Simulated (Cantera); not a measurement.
Gas mixture: 100 % H2, at 0.00140 bar, frozen composition.

Cantera's kinetic-theory transport with the Lennard-Jones parameters of GRI-Mech 3.0, ideal gas; thermal conductivity in the mixture-averaged form.

One state of this run: ρ (kg/m³) = 2.42e-5; cp (J/kg/K) = 15800; μ (µPa s) = 24.4; λ (mW/m/K) = 559; Pr = 0.690; D (cm²/s) N2 = 7390; D (cm²/s) NH3 = 8340; D (cm²/s) CH4 = 7090. D: mixture-averaged diffusion coefficient of that species in the mixture.

Problem. Which value of T (K) does it belong to?
(A) 800
(B) 600
(C) 1200
(D) 1400

Solution. D, 1400
